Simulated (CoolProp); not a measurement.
The fluoroketone C6F12O (FK-5-1-12) at several states: density (kg/m³) from the reference equation and from simpler models built on Tc = 168.7 °C, pc = 18.69 bar, ω = 0.471; each cubic takes its own stable root.

Model: reference Helmholtz-energy equation of state, McLinden 2015, in CoolProp.

```csv
T (°C),p (bar),phase,reference
-12.25,0.666,liquid,1710
-88.15,7.95,liquid,1917
-72.75,0.977,liquid,1874
178.35,44.1,supercritical,1040
182.75,0.273,gas,2.287
-52.75,9.83,liquid,1822
```

Question: How far does each simpler model (van der Waals, Redlich-Kwong, Soave-Redlich-Kwong) lie from the reference over these 6 states: mean and median of the absolute difference, and the worst?

Answer: 
- van der Waals: mean 42.2 %, median 42.0 %, worst -99.4 % at -12.25 °C and 0.666 bar
- Redlich-Kwong: mean 11.3 %, median 13.9 %, worst -14.4 % at -88.15 °C and 7.95 bar
- Soave-Redlich-Kwong: mean 9.1 %, median 10.5 %, worst -12.9 % at 178.35 °C and 44.1 bar

At some of these states van der Waals gives the other phase, because its saturation line lies elsewhere.
